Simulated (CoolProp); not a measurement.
The numbers come from the reference Helmholtz-energy equation of state, Lemmon 2006 in CoolProp. It is a short technical equation, of lower accuracy than the large ones.

For R142b, give the phase and the density (kg/m³), cv (kJ/(kg K)), expansivity (1/kK), viscosity (µPa s) at -76.25 °C and 101 kPa.


- -76.25 °C and 101 kPa: liquid; density 1340, cv 0.738, expansivity 1.55, viscosity 901

Viscosity comes from a separate model (Huber 2003), an estimate that may be off by 10 % or more.
